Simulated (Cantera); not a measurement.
Feed: 1 mol Ta(OEt)5, 0.1 mol H2O, at 1825 K and 5200 Pa.

Equilibrium computed with Cantera from the NASA thermochemical tables; the gas is ideal and each condensed phase is pure. Candidate condensed phases: C, C6H6, C7H8, C8H18, H2O, Ta, TaC, Ta2O5; 113 gas species. The feed counts by its element totals alone. TaC: taken at fixed stoichiometry. Condensed phases not in the tables: Ta2C. Kinetics and transport are ignored.

Base state: H2 0.710, CO 0.288, H 0.00163, C2H2 (acetylene) 0.000153, CH4 1.86e-5 (mole fractions); condensed: C(graphite) + TaC(s).

**Question.** What changes in the equilibrium state with this change: Ta(OEt)5 replaced by Nb?

**Answer.** 
```json
[
 {"species": "H2", "before": "0.710", "after": "0.997"},
 {"species": "H", "before": "0.00163", "after": "0.00193"},
 {"species": "H2O", "before": "2.68e-6", "after": "0.000603"},
 {"species": "CO", "before": "0.288", "after": "0"},
 {"species": "C2H2 (acetylene)", "before": "0.000153", "after": "0"},
 {"species": "CH4", "before": "1.86e-5", "after": "0"},
 {"species": "C(graphite), mol", "before": "3.89", "after": "0"},
 {"species": "TaC(s), mol", "before": "1.00", "after": "0"},
 {"species": "Nb(s), mol", "before": "0", "after": "0.900"},
 {"species": "NbO(s), mol", "before": "0", "after": "0.0999"}
]
```
Mutual solubility and eutectic melting of coexisting phases are not modelled. NbO: taken at fixed stoichiometry. Condensed phases not in the tables: N, O or C dissolved in the metal. Further candidate phases: Nb, NbO, NbO2, Nb2O5.

**Question.** What changes in the equilibrium state with this change: temperature from 1825 K to 1350 K?

**Answer.** 
```csv
species,before,after
H2,0.710,0.712
CO,0.288,0.288
CH4,1.86e-5,0.000152
H,0.00163,8.82e-6
C2H2 (acetylene),0.000153,8.81e-7
CO2,2.78e-7,1.26e-5
H2O,2.68e-6,6.11e-5
"C(graphite), mol",3.89,3.90
"TaC(s), mol",1.00,1.00
```
